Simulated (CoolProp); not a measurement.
Vapour-liquid equilibrium of CH2F2 (R32) (1) + R1234yf (2) at -93.35 °C; x and y are mole fractions of (1).

Model: multi-fluid Helmholtz-energy mixture model, Tillner-Roth 1997 and Lemmon 2022; pair parameters Bell 2023, in CoolProp.

Give the bubble pressure and the first vapour's composition at x = 0.05, 0.25, 0.65. Is there an azeotrope?

x = 0.05: 0.02380 bar, y = 0.282; x = 0.25: 0.04326 bar, y = 0.679; x = 0.65: 0.06124 bar, y = 0.850. No azeotrope shows between x = 0.05 and 0.95.

The pair parameters rest on a limited set of measurements; away from them the model extrapolates.
